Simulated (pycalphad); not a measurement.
# Phase fractions of Hf-28.64C (at.%)

CALPHAD calculation (pycalphad, COST 507 light-alloy database (1999)), 1 atm. The data set is of 1999 and partly superseded. Amounts are mole fractions of atoms. Diffusion is slow at the low end, where real alloys seldom reach equilibrium.

```
T (K)    fcc  liquid    hcp
-----  -----  ------  -----
3300   0.669   0.331      -
3150   0.717   0.283      -
3000   0.755   0.245      -
2850   0.787   0.213      -
2700   0.815   0.185      -
2550   0.761       -  0.239
2400   0.766       -  0.234
2250   0.765       -  0.235
2100   0.762       -  0.238
1950   0.760       -  0.240
1800   0.757       -  0.243
1650   0.755       -  0.245
1500   0.753       -  0.247
1350   0.752       -  0.248
1200   0.750       -  0.250
1050   0.750       -  0.250
900    0.749       -  0.251
750    0.748       -  0.252
600    0.748       -  0.252
```

The fcc model also describes the rock-salt carbide or nitride (TiC, TiN, HfC).
